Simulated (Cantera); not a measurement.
Input: 1 mol SiH4, 0.0035 mol C3H8, 8 mol H2, equilibrated at 49.5 Torr.

Equilibrium computed with Cantera from the NASA thermochemical tables; the gas is ideal and each condensed phase is pure. Candidate condensed phases: C, C6H6, C7H8, C8H18, Si, SiC; 87 gas species. Mutual solubility and eutectic melting of coexisting phases are not modelled. Gases not in the tables: Si2H6 and higher silanes. Rates play no part.

### Question
Which condensed phases are stable at each of these points (T (°C)): 677, 877, 1077, 1277, 1477, 1677, 1877?

### Answer
```
T (°C)  condensed phases  Si condensed (%)
------  ----------------  ----------------
677       Si(s) + SiC(s)             100.0
877       Si(s) + SiC(s)             100.0
1077      Si(s) + SiC(s)             100.0
1277      Si(s) + SiC(s)             100.0
1477      Si(l) + SiC(s)              99.9
1677      Si(l) + SiC(s)              99.5
1877      Si(l) + SiC(s)              95.4
```

From 677 °C to 1277 °C the condensed part is Si(s) + SiC(s). From 1477 °C to 1877 °C the condensed part is Si(l) + SiC(s).
